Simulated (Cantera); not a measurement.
A freely propagating, adiabatic, planar premixed flame of 8.46 % CH4, 23.9 % O2, 67.7 % N2, unburnt at 350 K and 0.188 atm; mixture-averaged transport, grid criteria slope 0.08 and curve 0.16, no radiation.

Detailed kinetics in Cantera: GRI-Mech 3.0 (53 species, 325 reactions). Burning velocities carry a grid error of a few per cent, more on coarse grids.

### Question
Predict: laminar burning velocity; thermal thickness; peak x(H); peak x(CO); peak x(HCN); peak x(O).

### Answer
- laminar burning velocity = 79.5 cm/s
- thermal thickness = 1.49 mm
- peak x(H) = 0.00923
- peak x(CO) = 0.0452
- peak x(HCN) = 4.00e-7
- peak x(O) = 0.00949
